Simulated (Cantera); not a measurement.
A Cantera script and its output.

```python
import numpy as np
import cantera as ct

surf = ct.Interface("diamond.yaml", "diamond_100")
gas, bulk = surf.adjacent["gas"], surf.adjacent["diamond"]
k = surf.kinetics_species_index(bulk.species_names[0])
cover = ["c6HH", "c6H*", "c6*H", "c6**", "c6HM", "c6B"]

rows, drift = [], 0.0
print(f"{'P':>10s}{'um/h':>11s}" + "".join(f"{s:>11s}" for s in cover))
for v in [1000, 1700, 2600, 4100, 6500, 10000, 16000, 26000]:
    T, P, xH, xCH3 = 975, v, 0.00021, 0.0017
    gas.TPX = T, P, {"H": xH, "CH3": xCH3, "CH4": 0.0044, "H2": 1 - xH - xCH3 - 0.0044}
    surf.TP = bulk.TP = T, P
    surf.coverages = "c6H*:0.1, c6HH:0.9"
    surf.advance_coverages(100.0)
    before = surf.coverages
    surf.advance_coverages(100.0)
    drift = max(drift, np.max(np.abs(surf.coverages - before) / (surf.coverages + 1e-9)))
    rate = surf.net_production_rates[k] * bulk.mean_molecular_weight / bulk.density * 3.6e9
    rows.append([rate, *surf[cover].coverages])
    print(f"{v:10.4g}{rate:11.4e}" + "".join(f"{x:11.3e}" for x in rows[-1][1:]))
```

Result:

```
         P       um/h       c6HH       c6H*       c6*H       c6**       c6HM        c6B
      1000 7.1892e-01  2.674e-01  6.320e-03  1.391e-01  9.664e-04  4.377e-01  1.951e-09
      1700 1.3755e+00  2.190e-01  5.081e-03  1.118e-01  7.766e-04  4.963e-01  3.733e-09
      2600 2.2445e+00  1.900e-01  4.337e-03  9.547e-02  6.626e-04  5.314e-01  6.091e-09
      4100 3.7122e+00  1.674e-01  3.759e-03  8.273e-02  5.739e-04  5.587e-01  1.007e-08
      6500 6.0757e+00  1.516e-01  3.356e-03  7.386e-02  5.123e-04  5.777e-01  1.649e-08
     1e+04 9.5323e+00  1.417e-01  3.102e-03  6.827e-02  4.733e-04  5.897e-01  2.587e-08
   1.6e+04 1.5465e+01  1.346e-01  2.919e-03  6.423e-02  4.453e-04  5.983e-01  4.197e-08
   2.6e+04 2.5359e+01  1.298e-01  2.799e-03  6.158e-02  4.268e-04  6.040e-01  6.881e-08
```

Computed with Cantera and the Harris–Goodwin 1993 mechanism for the reconstructed diamond (100) surface.
